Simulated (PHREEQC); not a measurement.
City or well water: speciation

Model water analysis in mg/kgw, 20 °C, pH 6.35, pe 11.8:

| constituent | mg/kgw |
|---|---|
| Na | 4.87 |
| K | 31.2 |
| Ca | 47.9 |
| Mg | 0.0122 |
| Cl | 36.6 |
| S(6) as SO4 | 56.4 |
| Alkalinity as HCO3 | 69.7 |
| O(0) (dissolved oxygen) | 1.15 |
| Zn | 0.306 |
| N(5) as NO3 | 0.0273 |
| Si as SiO2 | 3.13 |

Valence states are taken as typed.

All values are PHREEQC results (ion-association model, wateq4f.dat), not measurements.

Precipitation was switched off in this run.

Problem. Estimate the charge-balance error.

Solution. charge-balance error 0.9 %.

Problem. In which forms is Mg present?

Solution. Mg+2 93 %, MgSO4 5.6 %, MgHCO3+ 0.9 % of the Mg.
